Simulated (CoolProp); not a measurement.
Aqueous lithium chloride as a coolant, 8 % by mass, freezing at -9.1 °C, 1 atm.

Model: Melinder's fits for secondary coolants, in CoolProp.

```tsv
T (°C)	viscosity (mPa s)	cp (kJ/(kg K))	conductivity (W/(m K))	density (kg/m³)
-6.2	2.77	3.738	[?]	1048
-0.7	2.30	[?]	0.545	1048
4.8	1.94	[?]	0.554	1047
10.2	1.67	3.754	0.563	1046
15.7	1.45	3.760	0.571	[?]
21.2	[?]	3.767	0.580	1044
26.7	1.13	3.774	[?]	[?]
32.1	1.01	[?]	0.597	1041
37.6	0.904	3.787	0.605	1039
```

Problem. Fill in the missing entries.

Solution. 
- -6.2, conductivity (W/(m K)): 0.537
- -0.7, cp (kJ/(kg K)): 3.743
- 4.8, cp (kJ/(kg K)): 3.748
- 15.7, density (kg/m³): 1045
- 21.2, viscosity (mPa s): 1.28
- 26.7, conductivity (W/(m K)): 0.589
- 26.7, density (kg/m³): 1042
- 32.1, cp (kJ/(kg K)): 3.780
